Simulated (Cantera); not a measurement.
Feed: 1 mol CCl4, 2 mol HCl, 2.8 mol H2, at 750 K and 15.0 mbar.

Method: chemical equilibrium by Gibbs-energy minimisation in Cantera with the NASA 1993 tables (ideal gas, pure condensed phases). Candidate condensed phases: C, C6H6, C7H8, C8H18; 91 gas species. The numbers say what is thermodynamically allowed, not how fast it happens.

Base state: HCl 0.883, H2 0.116, CH4 0.000649 (mole fractions); condensed: C(graphite).

**Question.** What changes in the equilibrium state with this change: temperature from 750 K to 2725 K?

**Answer.** 
```csv
species,before,after
HCl,0.883,0.340
Cl,<1e-9,0.316
H,<1e-9,0.194
H2,0.116,0.145
C2H2 (acetylene),<1e-9,0.00373
C3,<1e-9,0.000815
C2H,<1e-9,0.000554
C,<1e-9,0.000189
C2HCl,<1e-9,0.000140
"C(graphite), mol",0.996,0.892
```

**Question.** What changes in the equilibrium state with this change: temperature from 750 K to 1750 K?

**Answer.** 
| species | before | after |
|---|---|---|
| HCl | 0.883 | 0.877 |
| H2 | 0.116 | 0.119 |
| Cl | <1e-9 | 0.00372 |
| H | <1e-9 | 0.000655 |
| C2H2 (acetylene) | <1e-9 | 1.37e-5 |
| CH4 | 0.000649 | 1.94e-7 |
| C(graphite), mol | 0.996 | 1.000 |
